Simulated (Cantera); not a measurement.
**Adiabatic ignition**

An adiabatic, constant-pressure homogeneous reactor starts with 8.14 % CH₄, 4.23 % H₂, 18.4 % O₂, 69.2 % N₂, equivalence ratio 1.0, at 1650 K and 1.60 bar.

Detailed kinetics in Cantera: GRI-Mech 3.0 (53 species, 325 reactions).

```
t (s)     T (K)   x CH₄    x H₂    x O₂      x CO     x OH    x CH₂O
--------  -----  ------  ------  ------  --------  -------  --------
2.00e-6    1650  0.0814  0.0423   0.184  4.08e-10  2.17e-7   8.29e-8
7.96e-6    1650  0.0814  0.0423   0.184   3.87e-8  8.50e-7   2.34e-6
3.17e-5    1652  0.0800  0.0420   0.183   5.46e-5  1.92e-5  0.000202
0.000126   2747  <1e-12  0.0251  0.0255    0.0418   0.0258  5.22e-10
0.000502   2844  <1e-12  0.0224  0.0215    0.0394   0.0237  5.67e-10
0.00200    2837  <1e-12  0.0228  0.0196    0.0396   0.0227  5.82e-10
0.00796    2836  <1e-12  0.0228  0.0194    0.0397   0.0227  5.83e-10
0.0317     2836  <1e-12  0.0228  0.0194    0.0397   0.0227  5.83e-10
0.126      2836  <1e-12  0.0228  0.0194    0.0397   0.0227  5.83e-10
0.502      2836  <1e-12  0.0228  0.0194    0.0397   0.0227  5.83e-10
2.00       2836  <1e-12  0.0228  0.0194    0.0397   0.0227  5.83e-10
```
x: mole fraction; the columns are a selection and need not sum to one.

```json
{
  "time_of_steepest_temperature_rise": "71.0 µs",
  "temperature at 2.00 s": "2836 K",
  "equilibrium_temperature": "2836 K",
  "x(CH₄) at 2.00 s": "<1e-12 (gas-phase equilibrium <1e-12)",
  "x(H₂) at 2.00 s": "0.0228 (gas-phase equilibrium 0.0228)",
  "x(O₂) at 2.00 s": "0.0194 (gas-phase equilibrium 0.0194)"
}
```
